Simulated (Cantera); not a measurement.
# H2O + H2 + N2 (abatement and gas-phase synthesis)

Charge: 1 mol H2O, 0.3 mol H2, 0.7 mol N2, equilibrated at 998 K and 0.130 bar.

Cantera equilibrium calculation (NASA polynomials, part measured and part estimated; ideal gas, pure solids and liquids). Candidate condensed phases: H2O; 24 gas species. The numbers say what is thermodynamically allowed, not how fast it happens.

```json
{
  "x(H2O)": "0.500",
  "x(N2)": "0.350",
  "x(H2)": "0.150",
  "x(NH3)": "2.64e-6",
  "gas_amount": "2.000 mol"
}
```
